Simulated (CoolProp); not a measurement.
Vapour pressure (bar) of water: the reference equation beside estimates from Tc = 647.1 K, pc = 220.6 bar, ω = 0.344. Clausius-Clapeyron is anchored at 451.4 K with a constant enthalpy of vaporisation of 36.40 kJ/mol.

Computed with CoolProp (reference Helmholtz-energy equation of state, Wagner 2002).

| T (K) | reference | Clausius-Clapeyron | Redlich-Kwong | Soave-Redlich-Kwong |
|---|---|---|---|---|
| 433.7 | 6.269 | 6.483 | 13.22 | 6.178 |
| 436.7 | 6.761 | 6.949 | 14.06 | 6.679 |
| 439.6 | 7.265 | 7.424 | 14.91 | 7.193 |
| 442.6 | 7.817 | 7.942 | 15.82 | 7.757 |
| 445.5 | 8.382 | 8.470 | 16.74 | 8.334 |
| 448.4 | 8.979 | 9.026 | 17.70 | 8.945 |
| 451.4 | 9.631 | 9.631 | 18.74 | 9.614 |
| 454.3 | 10.30 | 10.25 | 19.78 | 10.30 |
| 457.3 | 11.02 | 10.91 | 20.90 | 11.04 |
| 460.2 | 11.76 | 11.59 | 22.02 | 11.80 |
| 463.2 | 12.57 | 12.33 | 23.23 | 12.63 |
| 466.1 | 13.38 | 13.08 | 24.44 | 13.48 |

Absolute difference from the reference over all 12 rows, mean and median: Clausius-Clapeyron 1.6 and 1.5 %, Redlich-Kwong 96.2 and 95.9 %, Soave-Redlich-Kwong 0.6 and 0.5 %.
